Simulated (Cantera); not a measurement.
Input (Python, Cantera):

```python
import numpy as np
import cantera as ct

gas = ct.Solution("h2o2.yaml")


def delay(T, t_max=10):
    gas.TPX = T, 100000, {'H2': 1, 'O2': 0.294, 'N2': 1.11}
    reactor = ct.IdealGasReactor(gas, clone=False)
    net = ct.ReactorNet([reactor])
    net.rtol, net.atol = 1e-8, 1e-16
    while net.time < t_max:
        t_old, T_old = net.time, reactor.T
        net.step()
        if reactor.T > T + 400:  # ignition: a rise of 400 K
            return t_old + (T + 400 - T_old) / (reactor.T - T_old) * (net.time - t_old)
    return np.nan


taus = []
for T in [1048, 1123, 1198, 1273, 1348, 1423, 1498, 1573, 1648]:
    taus.append(delay(T))
    print(f"T0 = {T:6g} K   tau = {taus[-1]:.4e} s")
```

It prints:

```
T0 =   1048 K   tau = 1.5870e-04 s
T0 =   1123 K   tau = 7.8900e-05 s
T0 =   1198 K   tau = 4.8678e-05 s
T0 =   1273 K   tau = 3.3358e-05 s
T0 =   1348 K   tau = 2.4520e-05 s
T0 =   1423 K   tau = 1.9085e-05 s
T0 =   1498 K   tau = 1.5662e-05 s
T0 =   1573 K   tau = 1.3510e-05 s
T0 =   1648 K   tau = 1.2202e-05 s
```

Model: the H2/O2 subset of GRI-Mech 3.0, which has no nitrogen chemistry, integrated in Cantera. Where the delays flatten at high temperature, the 400 K rule measures the pace of heat release, not the induction time.
